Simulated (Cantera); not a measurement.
A closed system holds: 1 mol n-butane, 0.59 mol NH₃, 8.2 mol N₂, equilibrated at 1200 K and 0.0133 bar.

Cantera equilibrium calculation (NASA polynomials, part measured and part estimated; ideal gas, pure solids and liquids). Candidate condensed phases: C, C₆H₆, C₇H₈, C₈H₁₈; 92 gas species. Rates play no part.

Base state: N₂ 0.591, H₂ 0.409, HCN 3.66e-5, CH₄ 3.53e-5 (mole fractions); condensed: C(graphite).

Question: What changes in the equilibrium state with this change: temperature from 1200 K to 2625 K?

Answer: 
```json
[
 {"species": "N₂", "before": "0.591", "after": "0.515"},
 {"species": "H₂", "before": "0.409", "after": "0.254"},
 {"species": "H", "before": "1.09e-6", "after": "0.185"},
 {"species": "HCN", "before": "3.66e-5", "after": "0.0345"},
 {"species": "CN", "before": "<1e-9", "after": "0.00172"},
 {"species": "C₂H", "before": "<1e-9", "after": "0.000306"},
 {"species": "C(graphite), mol", "before": "4.00", "after": "3.18"}
]
```
